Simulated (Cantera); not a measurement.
A closed system holds: 1 mol TEOS, 0.13 mol O3, held at 1302 °C and 0.133 bar.

Cantera equilibrium calculation (NASA polynomials, part measured and part estimated; ideal gas, pure solids and liquids). Candidate condensed phases: C, C6H6, C7H8, C8H18, H2O, Si, SiC, SiO2; 123 gas species. The feed counts by its element totals alone. Rates play no part.

Base state: H2 0.695, CO 0.304, SiO 0.000804, CH4 0.000117, H 9.49e-5, H2O 2.89e-5, C2H2 (acetylene) 1.47e-5 (mole fractions); condensed: C(graphite) + SiC(s).

Problem. What changes in the equilibrium state with this change: TEOS replaced by HMDSO?

Solution. 
| species | before | after |
|---|---|---|
| H2 | 0.695 | 0.866 |
| CO | 0.304 | 0.133 |
| SiO | 0.000804 | 0.000353 |
| H2O | 2.89e-5 | 1.58e-5 |
| CH4 | 0.000117 | 0.000182 |
| C2H2 (acetylene) | 1.47e-5 | 1.83e-5 |
| H | 9.49e-5 | 0.000106 |
| C(graphite), mol | 2.63 | 2.62 |
| SiC(s), mol | 0.988 | 2.00 |
